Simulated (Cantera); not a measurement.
A Cantera script and what it prints.

```python
import numpy as np
import cantera as ct

gas_names = """
    B BH BH2 BH3 BN BO BO2 B2 B2O B2O2 B2O3 B3O3H3 H HBO HBO2 HNO HNO2 HNO3 HO2 H2 H2O H2O2 H3B3O6 N NH
    NH2 NH3 NH2OH NO NO2 NO3 N2 N2H2 N2H4 N2O O OH O2 O3
""".split()
cond_names = """
    B(b) B(L) BN(s) B2O3(L) B3O3H3(cr) H2O(s) H2O(L)
""".split()


# ... load() reads the species with a 1 bar reference pressure and builds the phases ...
atoms = {
    'borazine': {'B': 3, 'N': 3, 'H': 6},
    'O2': {'O': 2},
    'H2': {'H': 2},
}
top_T = {'BN(s)': 3200}  # K; cautious upper limits of use, not melting points


# ... equilibrate(T, P, feed) seeds the gas with the atoms and calls Mixture.equilibrate('TP', solver="vcs", rtol=1e-11, max_steps=5000) ...
results = []
feed = {'borazine': 1, 'O2': 1.9, 'H2': 16}  # mol
for P in [10, 25, 63, 160, 400, 1000, 2500, 6300, 16000, 40000, 100000]:
    for T in [1275, 1350, 1425, 1500, 1575, 1650, 1725, 1800, 1875]:
        mix = equilibrate(T, P, feed)
        results.append((T, P, feed, dict(zip(mix.species_names, mix.species_moles))))

for T, P, feed, n in results:
    print(f"{T:7g} {P:10.4g}  " + (" + ".join(c for c in cond_names if n.get(c, 0) > 1e-12) or "gas only"))
```

Result:

```
   1275         10  BN(s) + B2O3(L)
   1350         10  BN(s) + B2O3(L)
   1425         10  BN(s)
   1500         10  gas only
   1575         10  gas only
   1650         10  gas only
   1725         10  gas only
   1800         10  gas only
   1875         10  gas only
   1275         25  BN(s) + B2O3(L)
   1350         25  BN(s) + B2O3(L)
   1425         25  BN(s) + B2O3(L)
   1500         25  BN(s)
   1575         25  gas only
   1650         25  gas only
   1725         25  gas only
   1800         25  gas only
   1875         25  gas only
   1275         63  BN(s) + B2O3(L)
   1350         63  BN(s) + B2O3(L)
   1425         63  BN(s) + B2O3(L)
   1500         63  BN(s)
   1575         63  gas only
   1650         63  gas only
   1725         63  gas only
   1800         63  gas only
   1875         63  gas only
   1275        160  BN(s) + B2O3(L)
   1350        160  BN(s) + B2O3(L)
   1425        160  BN(s) + B2O3(L)
   1500        160  BN(s) + B2O3(L)
   1575        160  BN(s)
   1650        160  gas only
   1725        160  gas only
   1800        160  gas only
   1875        160  gas only
   1275        400  BN(s) + B2O3(L)
   1350        400  BN(s) + B2O3(L)
   1425        400  BN(s) + B2O3(L)
   1500        400  BN(s) + B2O3(L)
   1575        400  BN(s) + B2O3(L)
   1650        400  BN(s)
   1725        400  gas only
   1800        400  gas only
   1875        400  gas only
   1275       1000  BN(s) + B2O3(L)
   1350       1000  BN(s) + B2O3(L)
   1425       1000  BN(s) + B2O3(L)
   1500       1000  BN(s) + B2O3(L)
   1575       1000  BN(s) + B2O3(L)
   1650       1000  BN(s)
   1725       1000  gas only
   1800       1000  gas only
   1875       1000  gas only
   1275       2500  BN(s) + B2O3(L)
   1350       2500  BN(s) + B2O3(L)
   1425       2500  BN(s) + B2O3(L)
   1500       2500  BN(s) + B2O3(L)
   1575       2500  BN(s) + B2O3(L)
   1650       2500  BN(s) + B2O3(L)
   1725       2500  BN(s)
   1800       2500  gas only
   1875       2500  gas only
   1275       6300  BN(s) + B2O3(L)
   1350       6300  BN(s) + B2O3(L)
   1425       6300  BN(s) + B2O3(L)
   1500       6300  BN(s) + B2O3(L)
   1575       6300  BN(s) + B2O3(L)
   1650       6300  BN(s) + B2O3(L)
   1725       6300  BN(s) + B2O3(L)
   1800       6300  BN(s)
   1875       6300  gas only
   1275    1.6e+04  BN(s) + B2O3(L)
   1350    1.6e+04  BN(s) + B2O3(L)
   1425    1.6e+04  BN(s) + B2O3(L)
   1500    1.6e+04  BN(s) + B2O3(L)
   1575    1.6e+04  BN(s) + B2O3(L)
   1650    1.6e+04  BN(s) + B2O3(L)
   1725    1.6e+04  BN(s) + B2O3(L)
   1800    1.6e+04  BN(s) + B2O3(L)
   1875    1.6e+04  BN(s)
   1275      4e+04  BN(s) + B2O3(L)
   1350      4e+04  BN(s) + B2O3(L)
   1425      4e+04  BN(s) + B2O3(L)
   1500      4e+04  BN(s) + B2O3(L)
   1575      4e+04  BN(s) + B2O3(L)
   1650      4e+04  BN(s) + B2O3(L)
   1725      4e+04  BN(s) + B2O3(L)
   1800      4e+04  BN(s) + B2O3(L)
   1875      4e+04  BN(s) + B2O3(L)
   1275      1e+05  BN(s) + B2O3(L)
   1350      1e+05  BN(s) + B2O3(L)
   1425      1e+05  BN(s) + B2O3(L)
   1500      1e+05  BN(s) + B2O3(L)
   1575      1e+05  BN(s) + B2O3(L)
   1650      1e+05  BN(s) + B2O3(L)
   1725      1e+05  BN(s) + B2O3(L)
   1800      1e+05  BN(s) + B2O3(L)
   1875      1e+05  BN(s) + B2O3(L)
```

Cantera equilibrium calculation (NASA polynomials, part measured and part estimated; ideal gas, pure solids and liquids). The feed counts by its element totals alone. Mutual solubility and eutectic melting of coexisting phases are not modelled.
